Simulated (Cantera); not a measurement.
A closed system holds: 1 mol SiH2Cl2, a varied amount of O3, held at 875 K and 7.50 Torr.

Cantera equilibrium calculation (NASA polynomials, part measured and part estimated; ideal gas, pure solids and liquids). Candidate condensed phases: H2O, Si, SiO2; 30 gas species. The tables' values for SiCl3 are old estimates; treat these amounts as uncertain. Rates play no part.

x: gas mole fraction; n: condensed amount in mol.

```csv
n(O3) (mol),x HCl,x H2,x SiCl4,x SiHCl3,x SiCl3,x SiH2Cl2,x SiCl2,n Si(s),n SiO2(β-quartz)
0.066,0.0120,0.646,0.304,0.0357,0.00123,0.000383,0.000286,0.391,0.0990
0.091,0.0120,0.646,0.304,0.0357,0.00123,0.000383,0.000286,[?],[?]
0.12,0.0120,0.646,0.304,0.0357,0.00123,0.000383,0.000286,0.310,0.180
0.17,0.0120,0.646,0.304,0.0357,0.00123,0.000383,0.000286,0.235,0.255
0.24,0.0120,0.646,0.304,0.0357,0.00123,0.000383,0.000286,[?],[?]
0.32,0.0120,0.646,0.304,0.0357,0.00123,0.000383,0.000286,0.0102,0.480
0.45,0.418,0.388,0.194,0.000393,1.74e-5,7.28e-8,9.06e-8,0,0.675
0.61,0.867,0.0888,0.0444,9.94e-6,9.22e-7,2.04e-10,1.11e-9,0,0.915
```

Task: What belongs in the gaps?

Result: 
- 0.24, n Si(s): 0.130
- 0.24, n SiO2(β-quartz): 0.360
- 0.091, n Si(s): 0.354
- 0.091, n SiO2(β-quartz): 0.137
